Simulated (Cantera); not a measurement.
A closed system holds: 1 mol AlCl3, 150 mol NH3, 4.3 mol H2, equilibrated at 24.0 Pa.

Method: chemical equilibrium by Gibbs-energy minimisation in Cantera with the NASA 1993 tables (ideal gas, pure condensed phases). Candidate condensed phases: Al, AlCl3, AlN, NH4Cl; 20 gas species. The tables' values for AlCl2 are old estimates; treat these amounts as uncertain. Kinetics and transport are ignored. All values below are at 1100 °C.

Base state: H2 0.745, N2 0.245, HCl 0.00647, AlCl 0.00316, H 0.000186, AlCl2 5.86e-5, AlCl3 1.42e-5 (mole fractions); condensed: AlN(s).

Question: What changes in the equilibrium state with this change: AlCl3 replaced by Al?

Answer: 
```
species        before     after
-----------  --------  --------
H2              0.745     0.755
N2              0.245     0.245
H            0.000186  0.000187
HCl           0.00647         0
AlCl          0.00316         0
AlCl2         5.86e-5         0
AlCl3         1.42e-5         0
AlN(s), mol   0.00947     1.000
```
